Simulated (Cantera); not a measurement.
Input (Python, Cantera) and output of one run.

```python
import numpy as np
import cantera as ct

gas_names = [...]  # 110 gases of nasa_gas.yaml made of C, H, O
cond_names = """
    C(gr) C6H6(L) C7H8(L) C8H18(L),n-octa H2O(s) H2O(L)
""".split()


# ... load() reads the species with a 1 bar reference pressure and builds the phases ...
atoms = {
    'toluene': {'C': 7, 'H': 8},
    'H2O': {'H': 2, 'O': 1},
    'H2': {'H': 2},
}
top_T = {'C(gr)': 4500}  # K; cautious upper limits of use, not melting points


# ... equilibrate(T, P, feed) seeds the gas with the atoms and calls Mixture.equilibrate('TP', solver="vcs", rtol=1e-11, max_steps=5000) ...
results = []
feed = {'toluene': 1, 'H2O': 0.47, 'H2': 1.3}  # mol
P = 16  # Pa
for T in [1248, 1348, 1448, 1548, 1648, 1748, 1848, 1948, 2048, 2148, 2248]:
    mix = equilibrate(T, P, feed)
    results.append((T, P, feed, dict(zip(mix.species_names, mix.species_moles))))
    x = sorted(zip(gas.X, gas.species_names), reverse=True)
    print(f"T = {T:g} K  P = {P:g} Pa  gas = {mix.phase_moles(0):.4g} mol")
    print("   x: " + "  ".join(f"{s} {v:.3e}" for v, s in x if v > 1e-06))
    print("   condensed (mol): " + ("  ".join(f"{mix.phase(i).name} {mix.phase_moles(i):.4g}"
          for i in range(1, mix.n_phases) if mix.phase_moles(i) > 1e-12) or "none"))
```

Result:

```
T = 1248 K  P = 16 Pa  gas = 6.24 mol
   x: H2 9.246e-01  CO 7.532e-02  H 3.550e-05  CH4 1.525e-06
   condensed (mol): C(gr) 6.53
T = 1348 K  P = 16 Pa  gas = 6.241 mol
   x: H2 9.245e-01  CO 7.531e-02  H 1.759e-04  C2H2,acetylene 1.112e-06
   condensed (mol): C(gr) 6.53
T = 1448 K  P = 16 Pa  gas = 6.242 mol
   x: H2 9.240e-01  CO 7.529e-02  H 7.005e-04  C2H2,acetylene 4.391e-06
   condensed (mol): C(gr) 6.53
T = 1548 K  P = 16 Pa  gas = 6.247 mol
   x: H2 9.224e-01  CO 7.523e-02  H 2.338e-03  C2H2,acetylene 1.447e-05
   condensed (mol): C(gr) 6.53
T = 1648 K  P = 16 Pa  gas = 6.261 mol
   x: H2 9.181e-01  CO 7.507e-02  H 6.746e-03  C2H2,acetylene 4.107e-05
   condensed (mol): C(gr) 6.529
T = 1748 K  P = 16 Pa  gas = 6.294 mol
   x: H2 9.080e-01  CO 7.467e-02  H 1.721e-02  C2H2,acetylene 1.025e-04
   condensed (mol): C(gr) 6.529
T = 1848 K  P = 16 Pa  gas = 6.366 mol
   x: H2 8.865e-01  CO 7.383e-02  H 3.947e-02  C2H2,acetylene 2.283e-04
   condensed (mol): C(gr) 6.527
T = 1948 K  P = 16 Pa  gas = 6.507 mol
   x: H2 8.452e-01  H 8.213e-02  CO 7.223e-02  C2H2,acetylene 4.555e-04
   condensed (mol): C(gr) 6.524
T = 2048 K  P = 16 Pa  gas = 6.767 mol
   x: H2 7.740e-01  H 1.557e-01  CO 6.945e-02  C2H2,acetylene 8.114e-04  C2H 3.585e-06
   condensed (mol): C(gr) 6.519
T = 2148 K  P = 16 Pa  gas = 7.208 mol
   x: H2 6.648e-01  H 2.687e-01  CO 6.520e-02  C2H2,acetylene 1.273e-03  C2H 1.536e-05  C3 5.130e-06  C 3.701e-06
   condensed (mol): C(gr) 6.511
T = 2248 K  P = 16 Pa  gas = 7.893 mol
   x: H2 5.199e-01  H 4.188e-01  CO 5.954e-02  C2H2,acetylene 1.722e-03  C2H 5.475e-05  C3 3.907e-05  C 2.201e-05  C2 3.439e-06  C4H2 2.330e-06
   condensed (mol): C(gr) 6.501
```

Equilibrium computed with Cantera from the NASA thermochemical tables; the gas is ideal and each condensed phase is pure.
